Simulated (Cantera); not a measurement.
Input: 1 mol Si, 9.2 mol Br₂, 0.16 mol N₂, held at 825 °C and 0.410 bar.

Equilibrium computed with Cantera from the NASA thermochemical tables; the gas is ideal and each condensed phase is pure. Candidate condensed phases: Br₂, Si, Si₃N₄; 13 gas species. Rates play no part.

Base state: Br₂ 0.839, SiBr₄ 0.118, Br 0.0235, N₂ 0.0189 (mole fractions); condensed: gas only.

Problem. What changes in the equilibrium state with this change: temperature from 825 °C to 1177 °C?

Solution. 
```tsv
species	before	after
Br₂	0.839	0.605
Br	0.0235	0.276
SiBr₄	0.118	0.103
N₂	0.0189	0.0165
SiBr₃	1.64e-7	6.49e-5
```
The tables' values for SiBr₃ are old estimates; treat these amounts as uncertain.
